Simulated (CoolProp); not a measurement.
A simple Rankine cycle with sulfur dioxide: condensing at 312.15 K, boiler at 4.87 MPa, turbine inlet 407.4 K, turbine efficiency 0.75, pump efficiency 0.7, no recuperator. Each further row changes one setting.

Computed with CoolProp (reference Helmholtz-energy equation of state, Gao 2016).

| case | thermal efficiency (%) | net work (kJ/kg) | heat in (kJ/kg) | turbine exit temperature (K) | volume ratio over the turbine |
|---|---|---|---|---|---|
| as stated | … | … | 343 | 312.2 | 7.53 |
| turbine inlet 427.4 K | 13.8 | 51.2 | … | 312.2 | 6.81 |
| condensing temperature 304.15 K | 14.5 | 51.3 | … | 304.1 | 9.49 |
| boiler pressure 3.41 MPa | 11.9 | 44.6 | 374 | 312.2 | … |
| turbine efficiency 0.65 | 11.4 | 39.1 | 343 | 312.2 | 7.70 |

Problem. Fill in the missing entries.

Solution. 
- as stated, thermal efficiency (%): 13.3
- as stated, net work (kJ/kg): 45.8
- turbine inlet 427.4 K, heat in (kJ/kg): 372
- condensing temperature 304.15 K, heat in (kJ/kg): 354
- boiler pressure 3.41 MPa, volume ratio over the turbine: 4.77

The expansion ends wet for: as stated; turbine inlet 427.4 K; condensing temperature 304.15 K; boiler pressure 3.41 MPa; turbine efficiency 0.65.
